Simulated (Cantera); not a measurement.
Cantera run, input and output.

```python
import numpy as np
import cantera as ct

gas = ct.Solution("h2o2.yaml")
gas.TPX = 675, 101325, {'H2': 1, 'O2': 0.575, 'N2': 1.84}
flame = ct.FreeFlame(gas, width=0.04)
flame.set_refine_criteria(ratio=3, slope=0.08, curve=0.16)
flame.transport_model = "mixture-averaged"
flame.solve(loglevel=0, auto=True)
z, T = flame.grid, flame.T
thick = (T[-1] - T[0]) / np.gradient(T, z).max()
show = ['H2', 'O2', 'H2O', 'H2O2', 'HO2', 'OH']
print(f"laminar burning velocity  {flame.velocity[0] * 100:.3f} cm/s")
print(f"burnt temperature         {T[-1]:.1f} K")
print(f"thermal thickness         {thick * 1e3:.4f} mm")
print(f"grid points               {len(z)}")
z0 = z[flame.heat_release_rate.argmax()]
print(f"{'z/mm':>9s}{'T/K':>9s}{'u/(m/s)':>9s}" + "".join(f"{s:>11s}" for s in show))
rows = []
for k in (-3, -2, -1.5, -1, -0.5, -0.25, 0, 0.25, 0.5, 1, 2, 4, 8):
    zz = z0 + k * thick
    rows.append([k * thick, np.interp(zz, z, T), np.interp(zz, z, flame.velocity),
                 *(np.interp(zz, z, flame.X[gas.species_index(s)]) for s in show)])
    print(f"{rows[-1][0] * 1e3:9.3f}{rows[-1][1]:9.1f}{rows[-1][2]:9.3f}" + "".join(f"{x:11.3e}" for x in rows[-1][3:]))
```

It prints:

```
laminar burning velocity  972.030 cm/s
burnt temperature         2572.7 K
thermal thickness         0.4574 mm
grid points               135
     z/mm      T/K  u/(m/s)         H2         O2        H2O       H2O2        HO2         OH
   -1.372    675.0    9.720  2.928e-01  1.684e-01  3.804e-14  2.979e-14  3.159e-12  5.831e-18
   -0.915    675.0    9.720  2.928e-01  1.684e-01  3.397e-12  3.446e-14  4.475e-11  5.558e-15
   -0.686    675.0    9.720  2.928e-01  1.684e-01  2.601e-10  5.070e-13  3.761e-09  9.301e-13
   -0.457    675.0    9.720  2.928e-01  1.684e-01  5.999e-08  2.106e-10  5.900e-07  4.338e-10
   -0.229    684.7    9.833  2.902e-01  1.685e-01  4.729e-04  1.667e-06  2.008e-04  3.989e-05
   -0.114    844.5   11.900  2.618e-01  1.649e-01  1.500e-02  9.165e-06  2.049e-04  7.836e-04
    0.000   1277.9   17.368  1.473e-01  1.221e-01  1.071e-01  6.363e-06  9.967e-05  5.221e-03
    0.114   1606.1   21.509  5.787e-02  6.237e-02  2.084e-01  3.159e-06  4.542e-05  1.405e-02
    0.229   1763.8   23.425  4.383e-02  4.857e-02  2.318e-01  1.765e-06  3.014e-05  1.841e-02
    0.457   1934.7   25.404  4.113e-02  4.351e-02  2.445e-01  9.363e-07  2.121e-05  2.189e-02
    0.915   2111.5   27.370  3.748e-02  3.944e-02  2.584e-01  5.494e-07  1.434e-05  2.412e-02
    1.830   2281.5   29.188  3.157e-02  3.552e-02  2.743e-01  3.819e-07  9.469e-06  2.456e-02
    3.659   2428.6   30.709  2.438e-02  3.206e-02  2.904e-01  3.335e-07  7.043e-06  2.307e-02
```

Computed with Cantera and the H2/O2 subset of GRI-Mech 3.0, which has no nitrogen chemistry. Burning velocities carry a grid error of a few per cent, more on coarse grids.
